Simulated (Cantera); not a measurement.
Mixture: CH4 : C2H6 : O2 : N2 = 1 : 0.19 : 3.98 : 15 (molar parts), at 6.80 bar, adiabatic and at constant volume. Ignition delay is the time to a rise of 400 K.

Cantera simulation using GRI-Mech 3.0 (53 species, 325 reactions); the numbers are that mechanism's predictions, not measurements.

Problem. What does this change do: 0.77 parts H2 added?

Solution. 
```json
[
 {"quantity": "delay at 1023 K", "before": "22.1 ms", "after": "13.9 ms"},
 {"quantity": "delay at 1073 K", "before": "8.24 ms", "after": "4.66 ms"},
 {"quantity": "delay at 1123 K", "before": "3.33 ms", "after": "1.68 ms"},
 {"quantity": "delay at 1173 K", "before": "1.46 ms", "after": "0.658 ms"},
 {"quantity": "delay at 1223 K", "before": "0.695 ms", "after": "0.288 ms"},
 {"quantity": "delay at 1273 K", "before": "0.361 ms", "after": "0.144 ms"},
 {"quantity": "delay at 1323 K", "before": "0.202 ms", "after": "81.4 µs"},
 {"quantity": "apparent activation energy between 1223 and 1323 K", "before": "170 kJ/mol", "after": "170 kJ/mol"}
]
```

Problem. What does this change do: constant pressure in place of constant volume?

Solution. 
```
quantity                                                before       after
--------------------------------------------------  ----------  ----------
delay at 1023 K                                        22.1 ms     23.1 ms
delay at 1073 K                                        8.24 ms     8.62 ms
delay at 1123 K                                        3.33 ms     3.49 ms
delay at 1173 K                                        1.46 ms     1.54 ms
delay at 1223 K                                       0.695 ms    0.738 ms
delay at 1273 K                                       0.361 ms    0.386 ms
delay at 1323 K                                       0.202 ms    0.218 ms
apparent activation energy between 1223 and 1323 K  170 kJ/mol  160 kJ/mol
```
